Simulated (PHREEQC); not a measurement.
A PHREEQC input (ion-association model, phreeqc.dat):

```
SOLUTION 1
  temp 25
  units mg/kgw
  pH 12.5
  pe 13
  Na 142
  K 11.1
  Ca 142
  Mg 10.6
  Cl 28.1
  S(6) 15.2 as SO4
  Alkalinity 842 as HCO3
  Pb 0.465
END
USE solution 1
EQUILIBRIUM_PHASES 1
  Gypsum 0 0
  CO2(g) -2.5 10
END
```

It stops with these messages:

```
WARNING: Maximum iterations exceeded, 100
WARNING: Maximum iterations exceeded, 100
WARNING: The program has failed to converge to a numerical solution.
ERROR:           Alkalinity has not converged. Total: 1.379896e-02	Calculated: 5.234499e-07	Residual: 1.379843e-02
ERROR: Is non-carbonate alkalinity greater than total alkalinity?
ERROR:                   Ca has not converged. Total: 3.542914e-03	Calculated: 2.576801e-03	Residual: 9.661130e-04
ERROR:                   Cl has not converged. Total: 7.925987e-04	Calculated: 8.377588e-04	Residual: -4.516020e-05
ERROR:                    K has not converged. Total: 2.838729e-04	Calculated: 3.001634e-04	Residual: -1.629043e-05
ERROR:                   Mg has not converged. Total: 4.359987e-04	Calculated: 2.932927e-05	Residual: 4.066694e-04
ERROR:                   Na has not converged. Total: 6.176652e-03	Calculated: 4.745055e-03	Residual: 1.431597e-03
ERROR:                   Pb has not converged. Total: 2.244317e-06	Calculated: 8.479730e-08	Residual: 2.159520e-06
ERROR:                 S(6) has not converged. Total: 1.582278e-04	Calculated: 1.034851e-04	Residual: 5.474273e-05
ERROR:               A(H2O) Activity of water has not converged. 	Residual: 1.600015e+01
ERROR: Model failed to converge for initial solution  1.
```

Q: Find the cause and the fix.

A: The fault: pH typed as 12.5 with the alkalinity kept. The line should read `pH 6.22` where the input has `pH 12.5`. With the mend the run ends at pH 8.36 and ionic strength 0.0171 mol/kgw.
